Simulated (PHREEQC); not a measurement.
Dissolve 0.0052 mol/kgw HCl, 0.005 mol/kgw CuSO4 and 0.15 mol/kgw KCl at 10 °C. Closed to the air; pH follows from the charge balance.

All values are PHREEQC results (ion-association model, phreeqc.dat), not measurements.

No solid was allowed to form.

Problem. Order these S species by the share of S that they hold, largest first: SO4-2, CuSO4, HSO4-, KSO4-.

Solution. SO4-2 (69 %), KSO4- (17 %), HSO4- (8.0 %), CuSO4 (6.0 %)

The pH is 2.41 and the ionic strength 0.171 mol/kgw. Complexes and solids missing from the database can't appear. Constants without temperature data keep their 25 °C values here.
